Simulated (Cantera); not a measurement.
Cantera with NASA thermochemical tables; ideal gases at 1 bar, condensed phases pure. Values are per mole of reaction as written; species without (g) are pure solids or liquids, kept so even where they would boil at 1 bar.

2 NO2(g) + 6 TiO(g) ⇌ N2O(g) + 3 Ti2O3

```json
[
 {"T (K)": "850", "ΔH° (kJ)": "-4797.3", "ΔS° (J/K)": "-1287.6", "ΔG° (kJ)": "-3702.9", "log10 K": "227.55"},
 {"T (K)": "900", "ΔH° (kJ)": "-4789.4", "ΔS° (J/K)": "-1278.5", "ΔG° (kJ)": "-3638.8", "log10 K": "211.18"},
 {"T (K)": "950", "ΔH° (kJ)": "(withheld)", "ΔS° (J/K)": "(withheld)", "ΔG° (kJ)": "(withheld)", "log10 K": "(withheld)"},
 {"T (K)": "1000", "ΔH° (kJ)": "(withheld)", "ΔS° (J/K)": "(withheld)", "ΔG° (kJ)": "(withheld)", "log10 K": "(withheld)"},
 {"T (K)": "1050", "ΔH° (kJ)": "-4765.1", "ΔS° (J/K)": "-1253.6", "ΔG° (kJ)": "-3448.9", "log10 K": "171.57"},
 {"T (K)": "1100", "ΔH° (kJ)": "(withheld)", "ΔS° (J/K)": "(withheld)", "ΔG° (kJ)": "(withheld)", "log10 K": "(withheld)"}
]
```

Problem. Complete the blanks.

Solution. 
- 950, ΔH° (kJ): -4781.3
- 950, ΔS° (J/K): -1269.8
- 950, ΔG° (kJ): -3575.1
- 950, log10 K: 196.57
- 1000, ΔH° (kJ): -4773.2
- 1000, ΔS° (J/K): -1261.5
- 1000, ΔG° (kJ): -3511.8
- 1000, log10 K: 183.43
- 1100, ΔH° (kJ): -4757.0
- 1100, ΔS° (J/K): -1246.0
- 1100, ΔG° (kJ): -3386.4
- 1100, log10 K: 160.80
